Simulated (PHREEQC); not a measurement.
Solution (20 °C): 0.0014 mol/kgw H2S. Closed to the air; pH follows from the charge balance.

All values are PHREEQC results (ion-association model, wateq4f.dat), not measurements.

```json
{
 "pH": "4.93",
 "ionic_strength": "1.17e-5 mol/kgw"
}
```

```tsv
species	molality	activity	log γ
H2S	0.00139	0.00139	0.000
H+	1.17e-5	1.17e-5	-0.002
HS-	1.17e-5	1.17e-5	-0.002
```

No solid was allowed to form. The polysulfide entries of wateq4f.dat were taken out for this run.
